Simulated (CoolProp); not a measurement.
Methanol at 293.15 K and 11.1 MPa flows at 0.078 m/s in a round tube of 50 mm bore and 15 µm roughness, fully developed (64/Re and Nu = 3.66 if laminar; Colebrook and Gnielinski if turbulent). Each further row changes one setting.

The numbers come from the reference Helmholtz-energy equation of state, de Reuck 1993 in CoolProp.

```tsv
case	Reynolds number	Darcy friction factor	pressure drop (Pa/m)	heat-transfer coefficient (W/(m² K))	mass flow (kg/h)
as stated	5010	0.0377	1.84	169	442
velocity 0.156 m/s	10000	0.0313	6.11	337	883
diameter 100 mm	10000	0.0311	0.758	168	1770
```

Viscosity comes from a separate model (Xiang 2006). Thermal conductivity comes from a separate model (Sykioti 2013).
